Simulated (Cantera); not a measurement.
A freely propagating, adiabatic, planar premixed flame of H₂ : O₂ : N₂ = 1 : 0.185 : 0.696 (molar parts), unburnt at 575 K and 140000 Pa; mixture-averaged transport, grid criteria slope 0.08 and curve 0.16, no radiation.

Computed with Cantera and the H2/O2 subset of GRI-Mech 3.0, which has no nitrogen chemistry. Burning velocities carry a grid error of a few per cent, more on coarse grids.

How do the results move with these cheaper or finer settings: unity-Lewis-number transport; multicomponent transport; multicomponent+Soret transport; grid criteria slope 0.5, curve 1; grid criteria slope 0.25, curve 0.5; grid criteria slope 0.03, curve 0.06?


```tsv
setting	laminar burning velocity	thermal thickness	peak x(O)	peak x(HO₂)	grid points
as above	769 cm/s	0.303 mm	0.00196	0.000316	126
unity-Lewis-number transport	472 cm/s	0.284 mm	0.00131	0.000242	109
multicomponent transport	752 cm/s	0.307 mm	0.00190	0.000314	126
multicomponent+Soret transport	731 cm/s	0.300 mm	0.00191	0.000318	126
grid criteria slope 0.5, curve 1	832 cm/s	0.410 mm	0.00164	0.000304	46
grid criteria slope 0.25, curve 0.5	800 cm/s	0.342 mm	0.00186	0.000307	58
grid criteria slope 0.03, curve 0.06	764 cm/s	0.297 mm	0.00200	0.000318	277
```
Unity Lewis numbers drop preferential diffusion, which matters most where H2 and H carry the flame; Soret adds thermal diffusion.
